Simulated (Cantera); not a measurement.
Input: 1 mol CaCO3, 3.8 mol H2O, held at 1498 K and 1.00 bar.

Equilibrium computed with Cantera from the NASA thermochemical tables; the gas is ideal and each condensed phase is pure. Candidate condensed phases: C, C6H6, C7H8, C8H18, Ca, CaCO3, CaO, Ca(OH)2, H2O; 115 gas species. Rates play no part.

Question: What is the equilibrium state?

Answer: 
| Property | Value |
|---|---|
| x(H2O) | 0.791 |
| x(CO2) | 0.208 |
| x(H2) | 0.000140 |
| x(O2) | 0.000109 |
| x(CO) | 9.47e-5 |
| x(OH) | 3.26e-5 |
| n(CaO(s)) | 1.000 mol |
| gas amount | 4.801 mol |
| log10 activity of C(graphite) (absent) | -10.54 |
| log10 activity of Ca(l) (absent) | -14.60 |
